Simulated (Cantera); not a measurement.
Feed: 1 mol Cu₂O, 1400 mol H₂, 4 mol H₂O.

Method: chemical equilibrium by Gibbs-energy minimisation in Cantera with the NASA 1993 tables (ideal gas, pure condensed phases). Candidate condensed phases: Cu, CuO, Cu(OH)₂, Cu₂O, H₂O; 12 gas species. The numbers say what is thermodynamically allowed, not how fast it happens.

### Question
What condenses at these points (T in K, P in Pa): (2073, 150000); (1673, 3200); (1723, 150000); (1623, 3200); (2123, 460)?

### Answer
| T (K) | P in Pa | condensed phases | Cu condensed (%) |
|---|---|---|---|
| 2073 | 150000 | gas only | 0.0 |
| 1673 | 3200 | gas only | 0.0 |
| 1723 | 150000 | Cu | 90.0 |
| 1623 | 3200 | gas only | 0.0 |
| 2123 | 460 | gas only | 0.0 |
